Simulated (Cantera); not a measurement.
A jet of CH4 : O2 : N2 = 0.02 : 0.067 : 0.79 (molar parts), equivalence ratio 0.60 at 300 K and 0.0592 atm hits a platinum plate 5.2 cm away at a mass flux of 0.043 kg/m²/s; the plate temperature is set and raised in steps from an oxygen-covered start.

Detailed kinetics in Cantera: Deutschmann's 1995 Pt surface mechanism with GRI-Mech 3.0 gas chemistry. Catalytic surfaces can have several steady states; this one follows from the mechanism file's or the stated starting coverage.

x: mole fraction at the wall; θ: surface coverage.

```tsv
plate T (K)	wall x CH4	wall x O2	wall x H2O	wall x OH	wall x CO	wall x CO2	θ free Pt	θ O*
850	0.0170	0.0641	0.0109	<1e-8	5.23e-6	0.00707	0.183	0.816
900	0.0132	0.0560	0.0179	2.91e-8	5.86e-6	0.0117	0.258	0.741
950	[?]	[?]	[?]	[?]	6.17e-6	[?]	[?]	[?]
1000	[?]	[?]	[?]	[?]	6.42e-6	[?]	[?]	[?]
1050	0.00578	0.0404	0.0315	5.75e-7	6.79e-6	0.0207	0.494	0.505
1100	0.00464	0.0380	0.0336	1.24e-6	7.36e-6	0.0220	0.565	0.434
```

Q: What belongs in the gaps?

A: 
- 950, wall x CH4: 0.00989
- 950, wall x O2: 0.0490
- 950, wall x H2O: 0.0241
- 950, wall x OH: 9.05e-8
- 950, wall x CO2: 0.0157
- 950, θ free Pt: 0.338
- 950, θ O*: 0.661
- 1000, wall x CH4: 0.00746
- 1000, wall x O2: 0.0439
- 1000, wall x H2O: 0.0285
- 1000, wall x OH: 2.42e-7
- 1000, wall x CO2: 0.0187
- 1000, θ free Pt: 0.417
- 1000, θ O*: 0.582
